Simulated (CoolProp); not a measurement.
R21 along the isotherm 199.85 °C: Z from the reference equation and from simpler models built on Tc = 179.6 °C, pc = 5.289 MPa, ω = 0.206; each cubic takes its own stable root.

Computed with CoolProp (reference Helmholtz-energy equation of state, Platzer 1990). This equation is an older, rougher fit.

```json
[
 {"p (MPa)": "0.203", "phase": "gas", "reference": "0.9889", "Pitzer virial": "0.9886", "Redlich-Kwong": "0.9884", "Soave-Redlich-Kwong": "0.9886", "Peng-Robinson": "0.9872"},
 {"p (MPa)": "0.407", "phase": "gas", "reference": "0.9775", "Pitzer virial": "0.9771", "Redlich-Kwong": "0.9766", "Soave-Redlich-Kwong": "0.9770", "Peng-Robinson": "0.9742"},
 {"p (MPa)": "0.61", "phase": "gas", "reference": "0.9659", "Pitzer virial": "0.9656", "Redlich-Kwong": "0.9647", "Soave-Redlich-Kwong": "0.9653", "Peng-Robinson": "0.9611"},
 {"p (MPa)": "0.814", "phase": "gas", "reference": "0.9541", "Pitzer virial": "0.9541", "Redlich-Kwong": "0.9525", "Soave-Redlich-Kwong": "0.9534", "Peng-Robinson": "0.9478"},
 {"p (MPa)": "1.02", "phase": "gas", "reference": "0.9419", "Pitzer virial": "0.9425", "Redlich-Kwong": "0.9400", "Soave-Redlich-Kwong": "0.9411", "Peng-Robinson": "0.9342"},
 {"p (MPa)": "1.22", "phase": "gas", "reference": "0.9298", "Pitzer virial": "0.9313", "Redlich-Kwong": "0.9277", "Soave-Redlich-Kwong": "0.9291", "Peng-Robinson": "0.9208"},
 {"p (MPa)": "1.42", "phase": "gas", "reference": "0.9174", "Pitzer virial": "0.9200", "Redlich-Kwong": "0.9152", "Soave-Redlich-Kwong": "0.9168", "Peng-Robinson": "0.9073"},
 {"p (MPa)": "1.63", "phase": "gas", "reference": "0.9042", "Pitzer virial": "0.9082", "Redlich-Kwong": "0.9018", "Soave-Redlich-Kwong": "0.9038", "Peng-Robinson": "0.8929"},
 {"p (MPa)": "1.83", "phase": "gas", "reference": "0.8913", "Pitzer virial": "0.8969", "Redlich-Kwong": "0.8889", "Soave-Redlich-Kwong": "0.8911", "Peng-Robinson": "0.8790"},
 {"p (MPa)": "2.03", "phase": "gas", "reference": "0.8781", "Pitzer virial": "0.8856", "Redlich-Kwong": "0.8757", "Soave-Redlich-Kwong": "0.8782", "Peng-Robinson": "0.8648"},
 {"p (MPa)": "2.24", "phase": "gas", "reference": "0.8638", "Pitzer virial": "0.8738", "Redlich-Kwong": "0.8615", "Soave-Redlich-Kwong": "0.8644", "Peng-Robinson": "0.8498"},
 {"p (MPa)": "2.44", "phase": "gas", "reference": "0.8500", "Pitzer virial": "0.8625", "Redlich-Kwong": "0.8478", "Soave-Redlich-Kwong": "0.8510", "Peng-Robinson": "0.8352"},
 {"p (MPa)": "2.64", "phase": "gas", "reference": "0.8357", "Pitzer virial": "0.8513", "Redlich-Kwong": "0.8337", "Soave-Redlich-Kwong": "0.8373", "Peng-Robinson": "0.8203"}
]
```
